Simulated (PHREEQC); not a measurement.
Na2CO3 is added in steps, without added water, to 1 kg of water holding 2.2 mmol/kgw NaHSO4 and 0.37 mmol/kgw Na2HPO4, at 25 °C. Oxygen is held at 0.21 atm. No CO2 enters from the air. Precipitation was switched off in this run.

Base run: PHREEQC, ion-association model, phreeqc.dat. Each further column changes one thing. The table gives HPO4-2 (mol/kgw).

```tsv
Na2CO3 added (mol)	base	database wateq4f.dat	metal-ligand complexes left out	Davies equation for every ion	all activity coefficients set to 1
0	1.71e-8	1.71e-8	1.72e-8	1.74e-8	…
0.0003625	3.07e-8	3.07e-8	3.08e-8	3.11e-8	…
0.000725	9.65e-8	9.65e-8	9.68e-8	9.76e-8	7.24e-8
0.001087	2.42e-5	2.42e-5	2.42e-5	2.42e-5	…
0.00145	9.44e-5	9.44e-5	9.49e-5	9.45e-5	…
0.001813	0.000201	0.000201	0.000203	0.000201	0.000189
0.002175	0.000342	0.000342	0.000346	0.000342	0.000338
0.002537	0.000364	0.000364	0.000367	0.000364	0.000362
0.0029	0.000364	0.000364	0.000368	0.000364	0.000362
```

**Question.** Complete the blanks.

**Answer.** 
- 0, all activity coefficients set to 1: 1.27e-8
- 0.0003625, all activity coefficients set to 1: 2.28e-8
- 0.001087, all activity coefficients set to 1: 2.07e-5
- 0.00145, all activity coefficients set to 1: 8.40e-5

 H3PO4, which wateq4f.dat lacks, is added to it with the constant of phreeqc.dat. phreeqc.dat and wateq4f.dat share most of their constants, so their agreement is no independent check. Solids allowed in the column 'database wateq4f.dat': Mirabilite, Nahcolite, Natron.
